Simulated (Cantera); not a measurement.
Cantera run, input and output.

```python
import numpy as np
import cantera as ct

gas = ct.Solution("gri30.yaml")
gas.TPX = 1575, 101325, {'CH4': 1, 'H2': 1.2, 'O2': 4.64, 'N2': 29.2, 'CO2': 2.8}
reactor = ct.IdealGasReactor(gas, energy="on", clone=False)
net = ct.ReactorNet([reactor])
net.rtol, net.atol = 1e-08, 1e-16
show = ['CH4', 'H2', 'O2', 'N2O', 'CO2', 'NO']
times = np.geomspace(1e-06, 0.4, 16)

steps = ct.SolutionArray(gas, extra=["t"])
rows = []
print(f"{'t/s':>10s}{'T/K':>9s}{'P/Pa':>11s}" + "".join(f"{s:>11s}" for s in show))
for t in times:
    while net.time < t:
        t_next = net.step()
        steps.append(gas.state, t=t_next)
    rows.append([np.interp(t, steps.t, y) for y in (steps.T, steps.P, *steps(*show).X.T)])
    print(f"{t:10.3e}{rows[-1][0]:9.1f}{rows[-1][1]:11.4g}" + "".join(f"{x:11.3e}" for x in rows[-1][2:]))
rate = np.gradient(steps.T, steps.t)
print("integrator steps:", len(steps.t))
if steps.T.max() > steps.T[0] + 200:
    print(f"time of steepest temperature rise: {steps.t[rate.argmax()]:.4e} s")
gas.TPX = 1575, 101325, {'CH4': 1, 'H2': 1.2, 'O2': 4.64, 'N2': 29.2, 'CO2': 2.8}
gas.equilibrate("UV")
print(f"equilibrium (UV): T = {gas.T:.1f} K  " + "  ".join(f"{s} {gas[s].X[0]:.3e}" for s in show))
```

It prints:

```
       t/s      T/K       P/Pa        CH4         H2         O2        N2O        CO2         NO
 1.000e-06   1575.0  1.013e+05  2.575e-02  3.090e-02  1.195e-01  1.417e-13  7.209e-02  1.805e-16
 2.363e-06   1575.0  1.013e+05  2.575e-02  3.090e-02  1.195e-01  5.015e-13  7.209e-02  1.648e-15
 5.584e-06   1575.0  1.013e+05  2.575e-02  3.090e-02  1.195e-01  2.128e-12  7.209e-02  1.190e-14
 1.320e-05   1575.0  1.013e+05  2.574e-02  3.089e-02  1.195e-01  1.066e-11  7.209e-02  8.391e-14
 3.118e-05   1575.0  1.013e+05  2.568e-02  3.085e-02  1.194e-01  7.871e-11  7.209e-02  1.133e-12
 7.368e-05   1619.1  1.043e+05  2.000e-02  2.936e-02  1.138e-01  4.071e-09  7.201e-02  4.139e-09
 1.741e-04   2153.4  1.392e+05  8.700e-18  3.433e-03  5.932e-02  4.155e-07  7.715e-02  2.590e-05
 4.114e-04   2309.3  1.478e+05  1.315e-18  1.706e-03  5.621e-02  5.561e-07  8.693e-02  9.892e-05
 9.722e-04   2376.9  1.515e+05  6.241e-19  9.939e-04  5.458e-02  5.644e-07  9.191e-02  2.582e-04
 2.297e-03   2383.8  1.519e+05  5.671e-19  9.169e-04  5.424e-02  5.566e-07  9.251e-02  5.916e-04
 5.429e-03   2382.3  1.518e+05  5.606e-19  9.129e-04  5.387e-02  5.555e-07  9.254e-02  1.335e-03
 1.283e-02   2379.2  1.516e+05  5.477e-19  9.055e-04  5.310e-02  5.553e-07  9.261e-02  2.870e-03
 3.031e-02   2374.1  1.512e+05  5.263e-19  8.933e-04  5.184e-02  5.606e-07  9.272e-02  5.407e-03
 7.163e-02   2369.1  1.509e+05  5.059e-19  8.817e-04  5.063e-02  5.714e-07  9.283e-02  7.844e-03
 1.693e-01   2367.5  1.508e+05  4.995e-19  8.781e-04  5.025e-02  5.758e-07  9.286e-02  8.610e-03
 4.000e-01   2367.5  1.508e+05  4.993e-19  8.780e-04  5.023e-02  5.760e-07  9.286e-02  8.638e-03
integrator steps: 1584
time of steepest temperature rise: 9.0057e-05 s
equilibrium (UV): T = 2367.5 K  CH4 7.363e-19  H2 8.780e-04  O2 5.023e-02  N2O 5.760e-07  CO2 9.286e-02  NO 8.638e-03
```

Cantera simulation using GRI-Mech 3.0 (53 species, 325 reactions); the numbers are that mechanism's predictions, not measurements.
